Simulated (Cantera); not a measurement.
Input: 1 mol B₂O₃, 0.35 mol NH₃, 7.9 mol N₂, held at 0.00700 bar.

Method: chemical equilibrium by Gibbs-energy minimisation in Cantera with the NASA 1993 tables (ideal gas, pure condensed phases). Candidate condensed phases: B, BN, B₂O₃, B₃O₃H₃, H₂O; 39 gas species. Mutual solubility and eutectic melting of coexisting phases are not modelled. The numbers say what is thermodynamically allowed, not how fast it happens.

Task: What share of the B ends up in condensed phases as a function of T (°C), at 1227, 1327, 1427, 1527, 1627, 1727, 1827?

Result: 
```tsv
T (°C)	B condensed (%)	as
1227	95.6	BN(s) + B₂O₃(l)
1327	75.7	B₂O₃(l)
1427	0.0	-
1527	0.0	-
1627	0.0	-
1727	0.0	-
1827	0.0	-
```
